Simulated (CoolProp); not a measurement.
Properties of toluene along the isobar 47.3 bar (Tc = 318.6 °C, pc = 41.26 bar, ω = 0.266).

Computed with CoolProp (reference Helmholtz-energy equation of state, Lemmon 2006). It is a short technical equation, of lower accuracy than the large ones.

| T (°C) | phase | density (kg/m³) | speed of sound (m/s) | Joule-Thomson coefficient (K/MPa) | viscosity (µPa s) |
|---|---|---|---|---|---|
| 228.65 | liquid | 651.3 | 572.3 | 0.04590 | 123 |
| 236.55 | liquid | 640.0 | 543.1 | 0.09936 | 117 |
| 244.45 | liquid | 628.2 | 513.5 | 0.1618 | 111 |
| 252.25 | liquid | 616.0 | 483.8 | 0.2349 | 106 |
| 260.15 | liquid | 602.9 | 453.2 | 0.3242 | 99.8 |
| 268.05 | liquid | 588.8 | 421.9 | 0.4341 | 94.2 |
| 275.95 | liquid | 573.7 | 389.7 | 0.5731 | 88.5 |
| 283.85 | liquid | 557.2 | 356.4 | 0.7546 | 82.7 |
| 291.65 | liquid | 539.1 | 322.1 | 0.9984 | 76.9 |
| 299.55 | liquid | 518.1 | 285.4 | 1.355 | 70.7 |
| 307.45 | liquid | 493.3 | 245.6 | 1.923 | 63.9 |
| 315.35 | liquid | 461.5 | 201.0 | 2.985 | 56.3 |
| 323.25 | supercritical | 412.6 | 146.9 | 5.763 | 46.2 |
| 331.05 | supercritical | 277.3 | 100.4 | 16.01 | 27.0 |
| 338.95 | supercritical | 194.2 | 119.7 | 15.13 | 20.3 |
| 346.85 | supercritical | 167.5 | 134.0 | 13.00 | 18.9 |

Viscosity comes from a separate model (Avgeri 2015).
